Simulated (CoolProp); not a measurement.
A simple Rankine cycle with R245ca: condensing at 324.15 K, boiler at 2.58 MPa, turbine inlet 449 K, turbine efficiency 0.65, pump efficiency 0.6, no recuperator. Each further row changes one setting.

The numbers come from the reference Helmholtz-energy equation of state, Zhou 2016 in CoolProp.

```csv
case,thermal efficiency (%),net work (kJ/kg),heat in (kJ/kg),turbine exit temperature (K),volume ratio over the turbine
as stated,10.5,___,294,395.4,12.2
condensing temperature 316.15 K,11.3,34.6,306,391.2,15.7
boiler pressure 1.81 MPa,9.3,28.5,306,408.2,___
turbine efficiency 0.55,8.7,25.7,294,___,___
```

Problem. What belongs in the gaps?

Solution. 
- as stated, net work (kJ/kg): 30.9
- boiler pressure 1.81 MPa, volume ratio over the turbine: 7.79
- turbine efficiency 0.55, turbine exit temperature (K): 400.1
- turbine efficiency 0.55, volume ratio over the turbine: 12.3
